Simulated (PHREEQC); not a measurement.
**Leach liquor (model solution)**

Solution (10 °C): 0.083 mol/kgw HCl, 0.043 mol/kgw FeSO4 and 3.6e-05 mol/kgw MgSO4. Closed to the air; pH follows from the charge balance.

Computed with PHREEQC (ion-association model, phreeqc.dat).

Each row changes one thing in this solution. No solid was allowed to form.

| case | pH | ionic strength (mol/kgw) | HSO4- (mol/kgw) | SO4-2 (mol/kgw) | Mg+2 (mol/kgw) | MgSO4 (mol/kgw) |
|---|---|---|---|---|---|---|
| as made | 1.31 | 0.176 | 0.0200 | 0.0139 | 2.91e-5 | 6.89e-6 |
| diluted 2-fold with water | 1.57 | 0.0938 | 0.00852 | 0.00902 | 1.47e-5 | (withheld) |
| HCl left out | 6.11 | 0.113 | 7.37e-7 | 0.0282 | 2.21e-5 | 1.39e-5 |
| FeSO4 replaced by Fe2(SO4)3 at the same molality | 1.43 | 0.211 | 0.0232 | 0.0222 | (withheld) | 9.06e-6 |
| MgSO4 from 3.6e-05 to 1.8e-05 mol/kgw | 1.31 | 0.176 | 0.0200 | 0.0139 | 1.46e-5 | 3.44e-6 |
| temperature from 10 to 45 °C | 1.35 | 0.164 | 0.0244 | (withheld) | 2.70e-5 | 9.02e-6 |

Some entries are withheld; supply them.


- diluted 2-fold with water, MgSO4 (mol/kgw): 3.31e-6
- FeSO4 replaced by Fe2(SO4)3 at the same molality, Mg+2 (mol/kgw): 2.69e-5
- temperature from 10 to 45 °C, SO4-2 (mol/kgw): 0.00873

Some of these states are supersaturated (in Hematite (slow to form), Goethite (slow to form), for instance). Constants without temperature data keep their 25 °C values here.
